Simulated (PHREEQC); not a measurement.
Make-up at 25 °C: 0.022 mol HF, 0.0089 mol (NH4)2SiF6 and 4.4e-05 mol HBF4 per kg of water. Closed to the air; pH follows from the charge balance.

Equilibrium calculation in PHREEQC: ion-association model, phreeqc.dat.

```csv
quantity,before,after
pH,2.44,2.41
ionic strength (mol/kgw),0.0309,0.0316
HF (mol/kgw),0.0176,0.0154
F- (mol/kgw),0.00386,0.00319
HF2- (mol/kgw),0.000261,0.000189
BF3OH- (mol/kgw),8.91e-7,1.01e-6
SI of Quartz (SiO2),-3.85,-3.43
```

Problem. What was changed between the two runs?
A) temperature from 25 to 85 °C
B) diluted 10-fold with water
C) 0.0005 mol/kgw H4SiO4 added
D) diluted 100-fold with water
E) (NH4)2SiF6 from 0.0089 to 0.0445 mol/kgw

Solution. C, 0.0005 mol/kgw H4SiO4 added

This is a speciation only: nothing precipitates in the calculation. SiF6-2 is the database's only silicon fluoride. Real BF4- forms and hydrolyses slowly; the run takes it at equilibrium.
